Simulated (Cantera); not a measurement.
Input (Python, Cantera) and output of one run.

```python
import numpy as np
import cantera as ct

gas_names = """
    B BH BH2 BH3 BN BO BO2 B2 B2O B2O2 B2O3 B3O3H3 H HBO HBO2 HNO HNO2 HNO3 HO2 H2 H2O H2O2 H3B3O6 N NH
    NH2 NH3 NH2OH NO NO2 NO3 N2 N2H2 N2H4 N2O O OH O2 O3
""".split()
cond_names = """
    B(b) B(L) BN(s) B2O3(L) B3O3H3(cr) H2O(s) H2O(L)
""".split()


# ... load() reads the species with a 1 bar reference pressure and builds the phases ...
atoms = {
    'B2H6': {'B': 2, 'H': 6},
    'H2O': {'H': 2, 'O': 1},
    'N2': {'N': 2},
    'NH3': {'N': 1, 'H': 3},
}
top_T = {'BN(s)': 3200}  # K; cautious upper limits of use, not melting points


# ... equilibrate(T, P, feed) seeds the gas with the atoms and calls Mixture.equilibrate('TP', solver="vcs", rtol=1e-11, max_steps=5000) ...
results = []
feed = {'B2H6': 1, 'H2O': 6.6, 'N2': 140, 'NH3': 8.7}  # mol
P = 1000  # Pa
for T in [1448, 1598, 1748, 1898, 2048, 2198, 2348]:
    mix = equilibrate(T, P, feed)
    results.append((T, P, feed, dict(zip(mix.species_names, mix.species_moles))))

top = {s: max(r[3][s] / sum(r[3][g] for g in gas_names) for r in results) for s in gas_names}
cols = sorted((s for s in top if top[s] > 0.001), key=lambda s: -top[s])[:9]
seen = [c for c in cond_names if any(r[3].get(c, 0) > 1e-12 for r in results)]
print("log10 of partial pressures in bar; condensed amounts in mol")
print(f"{'T/K':>10s}" + "".join(f"{s[:9]:>10s}" for s in cols + seen))
for T, P, feed, n in results:
    ng = sum(n[g] for g in gas_names)
    print(f"{T:10.4g}" + "".join(f"{np.log10(max(n[s] / ng * P / 1e5, 1e-99)):10.3f}" for s in cols)
          + "".join(f"{n.get(c, 0):10.4g}" for c in seen))
```

Output:

```
log10 of partial pressures in bar; condensed amounts in mol
       T/K        N2        H2         H       H2O      HBO2        BO        OH
      1448    -2.066    -2.946    -6.508    -3.802    -3.945    -8.609    -8.988
      1598    -2.066    -2.946    -5.747    -3.798    -3.955    -7.562    -8.009
      1748    -2.066    -2.948    -5.115    -3.793    -3.968    -6.704    -7.194
      1898    -2.066    -2.952    -4.583    -3.786    -3.986    -5.995    -6.504
      2048    -2.068    -2.964    -4.132    -3.777    -4.013    -5.411    -5.908
      2198    -2.070    -2.989    -3.749    -3.767    -4.064    -4.944    -5.384
      2348    -2.075    -3.037    -3.427    -3.769    -4.158    -4.591    -4.924
```

Method: chemical equilibrium by Gibbs-energy minimisation in Cantera with the NASA 1993 tables (ideal gas, pure condensed phases). The feed counts by its element totals alone. Gases not in the tables: H3BO3.
